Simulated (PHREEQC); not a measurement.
Dissolve 0.016 mol/kgw CuCl2, 0.00013 mol/kgw H2SO4 and 5.1e-05 mol/kgw FeCl3 at 20 °C. Closed to the air; pH follows from the charge balance.

All values are PHREEQC results (ion-association model, phreeqc.dat), not measurements.

No solid was allowed to form.

Order these S species by the share of S that they hold, largest first: CuSO4, HSO4-, FeSO4+, SO4-2.

SO4-2 (58 %), CuSO4 (41 %), HSO4- (0.80 %), FeSO4+ (0.26 %)

Order these Fe species by the share of Fe that they hold, largest first: FeSO4+, Fe(OH)2+, FeOH+2, Fe+3, FeCl+2.

FeOH+2 (58 %), Fe(OH)2+ (32 %), Fe+3 (6.3 %), FeCl+2 (2.2 %), FeSO4+ (0.67 %)

The pH is 3.56 and the ionic strength 0.0474 mol/kgw. Examples of supersaturated solids here: Hematite (slow to form), Goethite (slow to form). Others may be too.
